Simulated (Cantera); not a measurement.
A Cantera script and its output.

```python
import numpy as np
import cantera as ct

gas = ct.Solution("gri30.yaml")
gas.TPX = 1700, 120000, {'NO': 1, 'N2': 3}
reactor = ct.IdealGasConstPressureReactor(gas, energy="off", clone=False)
net = ct.ReactorNet([reactor])
net.rtol, net.atol = 1e-08, 1e-18
show = ['NO', 'O', 'N2O', 'O2', 'N2']
times = np.geomspace(4e-05, 3, 14)

steps = ct.SolutionArray(gas, extra=["t"])
rows = []
print(f"{'t/s':>10s}{'T/K':>9s}{'P/Pa':>11s}" + "".join(f"{s:>11s}" for s in show))
for t in times:
    while net.time < t:
        t_next = net.step()
        steps.append(gas.state, t=t_next)
    rows.append([np.interp(t, steps.t, y) for y in (steps.T, steps.P, *steps(*show).X.T)])
    print(f"{t:10.3e}{rows[-1][0]:9.1f}{rows[-1][1]:11.4g}" + "".join(f"{x:11.3e}" for x in rows[-1][2:]))
rate = np.gradient(steps.T, steps.t)
print("integrator steps:", len(steps.t))
if steps.T.max() > steps.T[0] + 200:
    print(f"time of steepest temperature rise: {steps.t[rate.argmax()]:.4e} s")
gas.TPX = 1700, 120000, {'NO': 1, 'N2': 3}
gas.equilibrate("TP")
print(f"equilibrium (TP): T = {gas.T:.1f} K  " + "  ".join(f"{s} {gas[s].X[0]:.3e}" for s in show))
```

Output:

```
       t/s      T/K       P/Pa         NO          O        N2O         O2         N2
 4.000e-05   1700.0    1.2e+05  2.500e-01  1.137e-07  2.674e-07  2.564e-10  7.500e-01
 9.486e-05   1700.0    1.2e+05  2.500e-01  1.365e-07  6.294e-07  9.221e-10  7.500e-01
 2.249e-04   1700.0    1.2e+05  2.500e-01  1.607e-07  1.467e-06  3.195e-09  7.500e-01
 5.334e-04   1700.0    1.2e+05  2.500e-01  2.180e-07  3.340e-06  1.336e-08  7.500e-01
 1.265e-03   1700.0    1.2e+05  2.500e-01  3.612e-07  7.209e-06  8.127e-08  7.500e-01
 3.000e-03   1700.0    1.2e+05  2.499e-01  7.176e-07  1.385e-05  7.478e-07  7.500e-01
 7.114e-03   1700.0    1.2e+05  2.499e-01  1.438e-06  2.131e-05  8.159e-06  7.501e-01
 1.687e-02   1700.0    1.2e+05  2.497e-01  2.045e-06  2.467e-05  5.825e-05  7.501e-01
 4.000e-02   1700.0    1.2e+05  2.494e-01  2.172e-06  2.486e-05  2.137e-04  7.503e-01
 9.486e-02   1700.0    1.2e+05  2.486e-01  2.313e-06  2.470e-05  5.857e-04  7.507e-01
 2.250e-01   1700.0    1.2e+05  2.468e-01  2.614e-06  2.433e-05  1.462e-03  7.516e-01
 5.335e-01   1700.0    1.2e+05  2.427e-01  3.205e-06  2.349e-05  3.504e-03  7.536e-01
 1.265e+00   1700.0    1.2e+05  2.334e-01  4.247e-06  2.167e-05  8.141e-03  7.583e-01
 3.000e+00   1700.0    1.2e+05  2.135e-01  5.872e-06  1.808e-05  1.802e-02  7.682e-01
integrator steps: 719
equilibrium (TP): T = 1700.0 K  NO 2.356e-03  O 1.445e-05  N2O 1.588e-07  O2 1.238e-01  N2 8.738e-01
```

Computed with Cantera and GRI-Mech 3.0 (53 species, 325 reactions).
